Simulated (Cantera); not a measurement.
An adiabatic, constant-volume homogeneous reactor starts with CO : H2 : O2 : N2 = 1 : 0.64 : 2.48 : 9.34 (molar parts), equivalence ratio 0.33, at 1475 K and 110000 Pa. Integrator tolerance rtol = 1e-08.

Computed with Cantera and GRI-Mech 3.0 (53 species, 325 reactions).

**Question.** What does this change do: pressure from 110000 Pa to 340000 Pa?

**Answer.** 
```csv
quantity,before,after
time of steepest temperature rise,23.8 µs,7.81 µs
temperature at 2.00 s,2444 K,2471 K
equilibrium temperature,2444 K,2471 K
x(CO) at 2.00 s,0.00443 (gas-phase equilibrium 0.00443),0.00297 (gas-phase equilibrium 0.00297)
x(H2) at 2.00 s,0.000461 (gas-phase equilibrium 0.000461),0.000304 (gas-phase equilibrium 0.000304)
x(O2) at 2.00 s,0.122 (gas-phase equilibrium 0.122),0.122 (gas-phase equilibrium 0.122)
x(HO2) at 2.00 s,6.43e-6 (gas-phase equilibrium 6.43e-6),9.25e-6 (gas-phase equilibrium 9.25e-6)
x(O) at 2.00 s,0.00294 (gas-phase equilibrium 0.00294),0.00190 (gas-phase equilibrium 0.00190)
x(H2O2) at 2.00 s,1.33e-7 (gas-phase equilibrium 1.33e-7),2.54e-7 (gas-phase equilibrium 2.54e-7)
x(H2O) at 2.00 s,0.0466 (gas-phase equilibrium 0.0466),0.0474 (gas-phase equilibrium 0.0474)
```
The hydrogen kinetics of GRI-Mech 3.0 are dated; newer H2 mechanisms differ, most at raised pressure.
